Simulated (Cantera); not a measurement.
An adiabatic, constant-volume homogeneous reactor starts with H2 : O2 : N2 = 1 : 1.43 : 5.37 (molar parts), equivalence ratio 0.35, at 1500 K and 5.00 bar. Integrator tolerance rtol = 1e-08.

Cantera simulation using the H2/O2 subset of GRI-Mech 3.0, which has no nitrogen chemistry; the numbers are that mechanism's predictions, not measurements. The hydrogen kinetics of GRI-Mech 3.0 are dated; newer H2 mechanisms differ, most at raised pressure.

### Question
What does this change do: pressure from 5.00 bar to 2.60 bar?

### Answer
```
quantity                                                              before                                      after
---------------------------------  -----------------------------------------  -----------------------------------------
time of steepest temperature rise                                    3.19 µs                                    6.02 µs
temperature at 9.00 s                                                 2534 K                                     2520 K
equilibrium temperature                                               2534 K                                     2520 K
x(H2) at 9.00 s                    0.000929 (gas-phase equilibrium 0.000929)    0.00120 (gas-phase equilibrium 0.00120)
x(O2) at 9.00 s                          0.124 (gas-phase equilibrium 0.124)        0.123 (gas-phase equilibrium 0.123)
x(H2O) at 9.00 s                         0.131 (gas-phase equilibrium 0.131)        0.129 (gas-phase equilibrium 0.129)
x(H) at 9.00 s                     0.000318 (gas-phase equilibrium 0.000318)  0.000471 (gas-phase equilibrium 0.000471)
x(HO2) at 9.00 s                     2.02e-5 (gas-phase equilibrium 2.02e-5)    1.63e-5 (gas-phase equilibrium 1.63e-5)
x(H2O2) at 9.00 s                    9.81e-7 (gas-phase equilibrium 9.81e-7)    6.77e-7 (gas-phase equilibrium 6.77e-7)
x(O) at 9.00 s                       0.00215 (gas-phase equilibrium 0.00215)    0.00278 (gas-phase equilibrium 0.00278)
```

### Question
What does this change do: initial temperature 1500 to 1050 K?

### Answer
```tsv
quantity	before	after
time of steepest temperature rise	3.19 µs	3.98 ms
temperature at 9.00 s	2534 K	2194 K
equilibrium temperature	2534 K	2194 K
x(H2) at 9.00 s	0.000929 (gas-phase equilibrium 0.000929)	0.000134 (gas-phase equilibrium 0.000134)
x(O2) at 9.00 s	0.124 (gas-phase equilibrium 0.124)	0.126 (gas-phase equilibrium 0.126)
x(H2O) at 9.00 s	0.131 (gas-phase equilibrium 0.131)	0.135 (gas-phase equilibrium 0.135)
x(H) at 9.00 s	0.000318 (gas-phase equilibrium 0.000318)	2.02e-5 (gas-phase equilibrium 2.02e-5)
x(HO2) at 9.00 s	2.02e-5 (gas-phase equilibrium 2.02e-5)	8.13e-6 (gas-phase equilibrium 8.13e-6)
x(H2O2) at 9.00 s	9.81e-7 (gas-phase equilibrium 9.81e-7)	5.02e-7 (gas-phase equilibrium 5.02e-7)
x(O) at 9.00 s	0.00215 (gas-phase equilibrium 0.00215)	0.000297 (gas-phase equilibrium 0.000297)
```
